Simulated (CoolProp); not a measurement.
Fluorine at several states: Z from the reference equation and from simpler models built on Tc = 144.4 K, pc = 5240 kPa, ω = 0.045; each cubic takes its own stable root.

Computed with CoolProp (reference Helmholtz-energy equation of state, de Reuck 1990).

```csv
T (K),p (kPa),phase,reference
88.6,3470,liquid,0.1204
118.4,2470,liquid,0.07733
150.3,41.3,gas,0.9977
105.3,14300,liquid,0.4420
```

Problem. How far does each simpler model (van der Waals, Redlich-Kwong, Soave-Redlich-Kwong, Peng-Robinson) lie from the reference over these 4 states: mean and median of the absolute difference, and the worst?

Solution. 
- van der Waals: mean 32.9 %, median 42.2 %, worst +47.2 % at 118.4 K and 2470 kPa
- Redlich-Kwong: mean 1.4 %, median 0.7 %, worst +4.2 % at 118.4 K and 2470 kPa
- Soave-Redlich-Kwong: mean 1.2 %, median 0.3 %, worst +4.0 % at 118.4 K and 2470 kPa
- Peng-Robinson: mean 7.8 %, median 9.8 %, worst -11.6 % at 88.6 K and 3470 kPa
